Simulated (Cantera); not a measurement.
What does this Cantera script print?

```python
import numpy as np
import cantera as ct

gas = ct.Solution("gri30.yaml")
gas.TPX = 2125, 2666, {'NO': 1, 'N2': 0.65}
reactor = ct.IdealGasConstPressureReactor(gas, energy="off", clone=False)
net = ct.ReactorNet([reactor])
net.rtol, net.atol = 1e-08, 1e-18
show = ['NO', 'N2O', 'NO2', 'N2', 'O2', 'O']
times = np.geomspace(0.0003, 5, 11)

steps = ct.SolutionArray(gas, extra=["t"])
rows = []
print(f"{'t/s':>10s}{'T/K':>9s}{'P/Pa':>11s}" + "".join(f"{s:>11s}" for s in show))
for t in times:
    while net.time < t:
        t_next = net.step()
        steps.append(gas.state, t=t_next)
    rows.append([np.interp(t, steps.t, y) for y in (steps.T, steps.P, *steps(*show).X.T)])
    print(f"{t:10.3e}{rows[-1][0]:9.1f}{rows[-1][1]:11.4g}" + "".join(f"{x:11.3e}" for x in rows[-1][2:]))
rate = np.gradient(steps.T, steps.t)
print("integrator steps:", len(steps.t))
if steps.T.max() > steps.T[0] + 200:
    print(f"time of steepest temperature rise: {steps.t[rate.argmax()]:.4e} s")
gas.TPX = 2125, 2666, {'NO': 1, 'N2': 0.65}
gas.equilibrate("TP")
print(f"equilibrium (TP): T = {gas.T:.1f} K  " + "  ".join(f"{s} {gas[s].X[0]:.3e}" for s in show))
```

Output:

```
       t/s      T/K       P/Pa         NO        N2O        NO2         N2         O2          O
 3.000e-04   2125.0       2666  6.060e-01  7.848e-06  3.290e-08  3.939e-01  5.264e-08  8.156e-06
 7.931e-04   2125.0       2666  6.060e-01  2.003e-05  2.017e-07  3.939e-01  3.761e-07  2.215e-05
 2.096e-03   2125.0       2666  6.059e-01  4.831e-05  1.048e-06  3.939e-01  2.787e-06  6.251e-05
 5.542e-03   2125.0       2666  6.057e-01  1.010e-04  4.190e-06  3.940e-01  2.231e-05  1.870e-04
 1.465e-02   2125.0       2666  6.048e-01  1.526e-04  1.195e-05  3.943e-01  1.915e-04  5.471e-04
 3.873e-02   2125.0       2666  6.016e-01  1.465e-04  2.147e-05  3.957e-01  1.390e-03  1.165e-03
 1.024e-01   2125.0       2666  5.909e-01  1.289e-04  2.935e-05  4.009e-01  6.465e-03  1.583e-03
 2.707e-01   2125.0       2666  5.591e-01  1.069e-04  4.218e-05  4.167e-01  2.211e-02  2.036e-03
 7.155e-01   2125.0       2666  4.649e-01  6.432e-05  5.975e-05  4.634e-01  6.857e-02  2.959e-03
 1.891e+00   2125.0       2666  2.462e-01  1.507e-05  5.166e-05  5.723e-01  1.770e-01  4.380e-03
 5.000e+00   2125.0       2666  5.038e-02  6.308e-07  1.329e-05  6.699e-01  2.744e-01  5.337e-03
integrator steps: 799
equilibrium (TP): T = 2125.0 K  NO 1.175e-02  N2O 1.001e-07  NO2 3.208e-06  N2 6.892e-01  O2 2.936e-01  O 5.512e-03
```

Cantera simulation using GRI-Mech 3.0 (53 species, 325 reactions); the numbers are that mechanism's predictions, not measurements. Radical loss at walls, strong at low pressure, is not modelled.
